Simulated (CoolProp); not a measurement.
Values from CoolProp's reference Helmholtz-energy equation of state, Lemmon 2006. It is a short technical equation, of lower accuracy than the large ones.

For carbon monoxide, give the phase and the cp (kJ/(kg K)), speed of sound (m/s) at 79.45 °C and 0.965 bar.


- 79.45 °C and 0.965 bar: gas; cp 1.04, speed of sound 383
